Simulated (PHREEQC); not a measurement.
A solution holds 0.023 mol/kgw H3PO4, 4.9e-05 mol/kgw HF and 0.00013 mol/kgw NiSO4, at 25 °C. Closed to the air; pH follows from the charge balance.

All values are PHREEQC results (ion-association model, wateq4f.dat), not measurements.

The ionic strength comes out as 0.0107 mol/kgw. What activity coefficients do F-, H+, HSO4-, Ni+2, H2PO4- get?

F- 0.90, H+ 0.91, HSO4- 0.90, Ni+2 0.65, H2PO4- 0.90.

No solid was allowed to form. Species that the database lacks are ignored. H3PO4, which wateq4f.dat lacks, is added to it with the constant of phreeqc.dat. The database has no phosphate complexes of Ni.
